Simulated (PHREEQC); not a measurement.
**Copper plating or etch bath (model solution)**

A solution holds 66.6 mmol/kgw CuSO4, 0.34 mmol/kgw H2SO4 and 150 mmol/kgw NaCl, at 25 °C. Closed to the air; pH follows from the charge balance.

All values are PHREEQC results (ion-association model, phreeqc.dat), not measurements.

No solid was allowed to form.

Task: What pH, specific conductance, activity of water does the model give?

Result: pH 3.57; specific conductance 20000 µS/cm; activity of water 0.993.

Task: In which forms is Cu present?

Result: Cu+2 61 %, CuSO4 32 %, CuCl+ 6.8 % of the Cu.

Species that the database lacks are ignored.
